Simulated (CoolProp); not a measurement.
Vapour-liquid equilibrium of o-xylene (1) + n-nonane (2) at 0.0133 bar; x and y are mole fractions of (1).

Values from CoolProp's multi-fluid Helmholtz-energy mixture model, Zhou 2012 and Lemmon 2006; pair parameters Bell 2016.

```tsv
x	bubble temperature, mixture model (K)	bubble temperature, Raoult's law (K)	y, mixture model	y, Raoult's law
0.05	311.3	311.7	0.090	0.072
0.2	309.4	310.5	0.309	0.269
0.35	307.9	309.3	0.474	0.443
0.5	306.8	308.3	0.605	0.597
0.65	306.0	307.3	0.719	0.734
0.8	305.4	306.3	0.831	0.857
0.95	305.1	305.3	0.953	0.966
```

The largest gap from Raoult's law is -1.5 K in bubble temperature, at x = 0.5. No azeotrope shows between x = 0.05 and 0.95.

The pair parameters rest on a limited set of measurements; away from them the model extrapolates.
